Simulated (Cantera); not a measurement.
# Stirred combustor or abatement burner

A perfectly stirred reactor is fed with H2 : O2 : N2 = 1 : 0.84 : 2.14 (molar parts), equivalence ratio 0.60, at 200000 Pa; it is adiabatic with a 375 K inlet, and is followed from long to short residence time, starting on the burning branch (τ in s: 0.048, 0.019, 0.0075, 0.003, 0.0012, 0.00047, 0.00019, 7.4e-05, 3e-05, 1.2e-05).

Model: the H2/O2 subset of GRI-Mech 3.0, which has no nitrogen chemistry, integrated in Cantera.

```
τ (s)    T (K)      x H2    x O2       x O   x H2O2       x H
-------  -----  --------  ------  --------  -------  --------
0.048     2224  0.000933  0.0959  0.000741  4.50e-7  0.000150
0.019     2222   0.00103  0.0959  0.000801  4.50e-7  0.000170
0.0075    2217   0.00126  0.0957  0.000951  4.52e-7  0.000225
0.0030    2206   0.00178  0.0955   0.00130  4.70e-7  0.000368
0.0012    2184   0.00285  0.0951   0.00204  5.31e-7  0.000744
0.00047   2144   0.00488  0.0947   0.00348  6.70e-7   0.00170
0.00019   2080   0.00811  0.0946   0.00576  9.05e-7   0.00380
7.4e-5    1980    0.0131  0.0952   0.00915  1.34e-6   0.00820
3.0e-5    1846    0.0197  0.0975    0.0128  2.22e-6    0.0154
1.2e-5    1669    0.0308   0.104    0.0152  4.67e-6    0.0255
```
x: mole fraction; the columns are a selection and need not sum to one.
